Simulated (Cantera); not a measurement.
What does this Cantera script print?

```python
import numpy as np
import cantera as ct

gas = ct.Solution("gri30.yaml")
gas.TPX = 1775, 1200000, {'H2': 1, 'O2': 0.227, 'N2': 0.855, 'NO': 0.005}
reactor = ct.IdealGasConstPressureReactor(gas, energy="on", clone=False)
net = ct.ReactorNet([reactor])
net.rtol, net.atol = 1e-08, 1e-16
show = ['H2', 'O2', 'NO', 'O', 'H2O2', 'N2']
times = np.geomspace(8e-06, 0.9, 10)

steps = ct.SolutionArray(gas, extra=["t"])
rows = []
print(f"{'t/s':>10s}{'T/K':>9s}{'P/Pa':>11s}" + "".join(f"{s:>11s}" for s in show))
for t in times:
    while net.time < t:
        t_next = net.step()
        steps.append(gas.state, t=t_next)
    rows.append([np.interp(t, steps.t, y) for y in (steps.T, steps.P, *steps(*show).X.T)])
    print(f"{t:10.3e}{rows[-1][0]:9.1f}{rows[-1][1]:11.4g}" + "".join(f"{x:11.3e}" for x in rows[-1][2:]))
rate = np.gradient(steps.T, steps.t)
print("integrator steps:", len(steps.t))
if steps.T.max() > steps.T[0] + 200:
    print(f"time of steepest temperature rise: {steps.t[rate.argmax()]:.4e} s")
gas.TPX = 1775, 1200000, {'H2': 1, 'O2': 0.227, 'N2': 0.855, 'NO': 0.005}
gas.equilibrate("HP")
print(f"equilibrium (HP): T = {gas.T:.1f} K  " + "  ".join(f"{s} {gas[s].X[0]:.3e}" for s in show))
```

Result:

```
       t/s      T/K       P/Pa         H2         O2         NO          O       H2O2         N2
 8.000e-06   3054.4    1.2e+06  2.781e-01  1.723e-04  2.263e-03  5.256e-04  1.983e-07  4.511e-01
 2.913e-05   3059.2    1.2e+06  2.776e-01  1.740e-04  1.662e-03  5.294e-04  1.998e-07  4.515e-01
 1.061e-04   3061.5    1.2e+06  2.771e-01  1.776e-04  1.188e-03  5.388e-04  2.029e-07  4.518e-01
 3.862e-04   3061.7    1.2e+06  2.771e-01  1.780e-04  1.137e-03  5.398e-04  2.032e-07  4.518e-01
 1.406e-03   3061.7    1.2e+06  2.771e-01  1.780e-04  1.137e-03  5.398e-04  2.032e-07  4.518e-01
 5.120e-03   3061.7    1.2e+06  2.771e-01  1.780e-04  1.137e-03  5.398e-04  2.032e-07  4.518e-01
 1.864e-02   3061.7    1.2e+06  2.771e-01  1.780e-04  1.137e-03  5.398e-04  2.032e-07  4.518e-01
 6.788e-02   3061.7    1.2e+06  2.771e-01  1.780e-04  1.137e-03  5.398e-04  2.032e-07  4.518e-01
 2.472e-01   3061.7    1.2e+06  2.771e-01  1.780e-04  1.137e-03  5.398e-04  2.032e-07  4.518e-01
 9.000e-01   3061.7    1.2e+06  2.771e-01  1.780e-04  1.137e-03  5.398e-04  2.032e-07  4.518e-01
integrator steps: 1143
time of steepest temperature rise: 5.8369e-07 s
equilibrium (HP): T = 3061.7 K  H2 2.771e-01  O2 1.780e-04  NO 1.137e-03  O 5.398e-04  H2O2 2.032e-07  N2 4.518e-01
```

Detailed kinetics in Cantera: GRI-Mech 3.0 (53 species, 325 reactions). The hydrogen kinetics of GRI-Mech 3.0 are dated; newer H2 mechanisms differ, most at raised pressure. The pressure lies above the range GRI-Mech 3.0 was tuned for (to about 10 atm). Above 3000 K some thermodynamic fits are extrapolated.
